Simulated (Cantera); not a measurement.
# Ignition delay

Mixture: 7.05 % CH₄, 19.6 % O₂, 73.3 % N₂, equivalence ratio 0.72, at 6.51 atm, adiabatic and at constant volume. Ignition delay is the time to a rise of 400 K.

Cantera simulation using GRI-Mech 3.0 (53 species, 325 reactions); the numbers are that mechanism's predictions, not measurements.

| T0 (K) | delay (ms) |
|---|---|
| 1200 | 6.07 |
| 1275 | 2.41 |
| 1350 | 1.02 |
| 1425 | 0.461 |
| 1500 | 0.220 |
| 1575 | 0.111 |
| 1650 | 0.0591 |
| 1725 | 0.0334 |
| 1800 | 0.0199 |
| 1875 | 0.0125 |

```
Item                                                     Value
--------------------------------------------------  ----------
apparent activation energy between 1725 and 1875 K  180 kJ/mol
```
